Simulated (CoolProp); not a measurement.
Saturation properties of R115.

Model: reference Helmholtz-energy equation of state, Lemmon 2016, in CoolProp.

```
T (K)     p (bar)  liquid density (kg/m³)  vapour density (kg/m³)  enthalpy of vaporisation (kJ/kg)  liquid cp (kJ/(kg K))
-----  ----------  ----------------------  ----------------------  --------------------------------  ---------------------
280.6       5.538                    1367                   42.83                             104.5                  1.044
286.2  (withheld)                    1342                   50.48                             101.4                  1.063
291.9  (withheld)                    1316                   59.43                             98.07                  1.084
297.5       8.883                    1289                   69.54                             94.58                  1.108
303.1       10.26                    1261                   81.19                             90.85             (withheld)
308.8       11.83                    1230                   94.93                             86.76                  1.167
314.4       13.53                    1198              (withheld)                             82.39                  1.206
320    (withheld)                    1164                   129.2                        (withheld)                  1.254
325.6  (withheld)                    1126                   151.4                             72.28                  1.319
331.3       19.81                    1083                   179.0                             66.12                  1.414
336.9       22.32                    1034                   213.6                             59.02                  1.565
```

Q: Fill in the missing entries.

A: 
- 286.2, p (bar): 6.519
- 291.9, p (bar): 7.644
- 303.1, liquid cp (kJ/(kg K)): 1.135
- 314.4, vapour density (kg/m³): 110.7
- 320, p (bar): 15.41
- 320, enthalpy of vaporisation (kJ/kg): 77.60
- 325.6, p (bar): 17.48

It boils at 233.9 K under 1 atm.
